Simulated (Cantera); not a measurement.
Cantera run:

```python
import numpy as np
import cantera as ct

gas_names = """
    C CH CH2 CH3 CH4 C2 C2H C2H2,acetylene C2H2,vinylidene C2H3,vinyl C2H4 C2H5 C2H6 C3 C3H3,propargyl
    C3H4,allene C3H4,propyne C3H4,cyclo- C3H5,allyl C3H6,propylene C3H6,cyclo- C3H7,n-propyl
    C3H7,i-propyl C3H8 C4 C4H2 C4H4,1,3-cyclo- C4H6,butadiene C4H6,2-butyne C4H6,cyclo- C4H8,1-butene
    C4H8,cis2-buten C4H8,tr2-butene C4H8,isobutene C4H8,cyclo- C4H9,n-butyl C4H9,i-butyl C4H9,s-butyl
    C4H9,t-butyl C4H10,isobutane C4H10,n-butane C5 C5H6,1,3cyclo- C5H8,cyclo- C5H10,1-pentene
    C5H10,cyclo- C5H11,pentyl C5H11,t-pentyl C5H12,n-pentane C5H12,i-pentane CH3C(CH3)2CH3 C6H2
    C6H5,phenyl C6H6 C6H10,cyclo- C6H12,1-hexene C6H12,cyclo- C6H13,n-hexyl C7H7,benzyl C7H8
    C7H14,1-heptene C7H15,n-heptyl C7H16,n-heptane C8H8,styrene C8H10,ethylbenz C8H16,1-octene
    C8H17,n-octyl C8H18,isooctane C8H18,n-octane C9H19,n-nonyl C10H8,naphthale C10H21,n-decyl
    C12H9,o-bipheny C12H10,bipheny H H2 Si SiC SiC2 SiC4H12 SiH SiH2 SiH3 SiH4 Si2 Si2C Si3
""".split()
cond_names = """
    C(gr) C6H6(L) C7H8(L) C8H18(L),n-octa Si(cr) Si(L) SiC(b)
""".split()


def load(file, names, dense=False):
    # The tables refer to 1 bar. Condensed volumes are neglected.
    table = {s.name: s for s in ct.Species.list_from_file(file)}
    out = []
    for n in names:
        d = dict(table[n].input_data)
        d["thermo"] = dict(d["thermo"], **{"reference-pressure": 1e5})
        if dense:
            d["equation-of-state"] = {"model": "constant-volume", "density": "1e6 g/cm^3"}
        out.append(ct.Species.from_dict(d))
    return out


gas = ct.Solution(thermo="ideal-gas", species=load("nasa_gas.yaml", gas_names))
cond = {s.name: ct.Solution(thermo="fixed-stoichiometry", species=[s], name=s.name)
        for s in load("nasa_condensed.yaml", cond_names, dense=True)}
atoms = {
    'CH3SiH3': {'C': 1, 'H': 6, 'Si': 1},
    'C2H4': {'C': 2, 'H': 4},
    'H2': {'H': 2},
}
top_T = {'C(gr)': 4500, 'SiC(b)': 3050}  # K; cautious upper limits of use, not melting points


def equilibrate(T, P, feed):
    n = {}
    for name, mol in feed.items():
        for a, k in atoms[name].items():
            n[a] = n.get(a, 0.0) + k * mol
    gas.TPX = T, P, n
    mass = sum(n.values()) * gas.mean_molecular_weight
    gas.equilibrate("TP")
    valid = [c for c in cond.values() if c.min_temp <= T <= top_T.get(c.name, c.max_temp)]
    mix = ct.Mixture([(gas, mass / gas.mean_molecular_weight)] + [(c, 0.0) for c in valid])
    mix.T, mix.P = T, P
    mix.equilibrate("TP", solver="vcs", rtol=1e-11, max_steps=5000)
    return mix


results = []
feed = {'CH3SiH3': 1, 'C2H4': 0.063, 'H2': 390}  # mol
T = 1698  # K
P = 1333.22  # Pa
mix = equilibrate(T, P, feed)
results.append((T, P, feed, dict(zip(mix.species_names, mix.species_moles))))
print(gas.report(threshold=1e-06))
for i in range(1, mix.n_phases):
    print(f"{mix.phase(i).name:16s} {mix.phase_moles(i):12.5e} mol")
```

It prints:

```
       temperature   1698 K
          pressure   1333.2 Pa
           density   0.00019045 kg/m^3
  mean mol. weight   2.0167 kg/kmol
   phase of matter   gas

                          1 kg             1 kmol
                     ---------------   ---------------
          enthalpy        2.1368e+07        4.3093e+07  J
   internal energy        1.4368e+07        2.8975e+07  J
           entropy        1.0855e+05        2.1891e+05  J/K
    Gibbs function       -1.6295e+08       -3.2862e+08  J
 heat capacity c_p             16420             33114  J/K
 heat capacity c_v             12297             24800  J/K

                      mass frac. Y      mole frac. X     chem. pot. / RT
                     ---------------   ---------------   ---------------
               CH4        0.00011673        1.4674e-05           -49.009
    C2H2,acetylene        0.00092909         7.196e-05           -28.146
                 H        0.00062553         0.0012515           -11.645
                H2           0.99831           0.99866            -23.29
     [  +83 minor]        1.8833e-05        1.4945e-06

C(gr)             6.38404e-02 mol
Si(L)             0.00000e+00 mol
SiC(b)            9.99578e-01 mol
```

Method: chemical equilibrium by Gibbs-energy minimisation in Cantera with the NASA 1993 tables (ideal gas, pure condensed phases). The feed counts by its element totals alone.
